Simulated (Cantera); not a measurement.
Charge: 1 mol SiCl₄, 1.6 mol Cl₂, 0.34 mol H₂, held at 950 °C and 500000 Pa.

Equilibrium computed with Cantera from the NASA thermochemical tables; the gas is ideal and each condensed phase is pure. Candidate condensed phases: Si; 19 gas species. Rates play no part.

Base state: Cl₂ 0.427, SiCl₄ 0.340, HCl 0.231, Cl 0.00175 (mole fractions); condensed: gas only.

Problem. What changes in the equilibrium state with this change: temperature from 950 °C to 1450 °C?

Solution. 
```
species   before     after
-------  -------  --------
Cl₂        0.427     0.386
SiCl₄      0.340     0.330
HCl        0.231     0.224
Cl       0.00175    0.0601
SiCl₃    5.61e-8  0.000115
```
The tables' values for SiCl₃ are old estimates; treat these amounts as uncertain.

Problem. What changes in the equilibrium state with this change: pressure from 500000 Pa to 2000000 Pa?

Solution. 
```tsv
species	before	after
Cl₂	0.427	0.428
SiCl₄	0.340	0.340
HCl	0.231	0.231
Cl	0.00175	0.000876
```

Problem. What changes in the equilibrium state with this change: temperature from 950 °C to 450 °C?

Solution. 
```json
[
 {"species": "Cl₂", "before": "0.427", "after": "0.429"},
 {"species": "SiCl₄", "before": "0.340", "after": "0.340"},
 {"species": "HCl", "before": "0.231", "after": "0.231"},
 {"species": "Cl", "before": "0.00175", "after": "3.81e-7"}
]
```
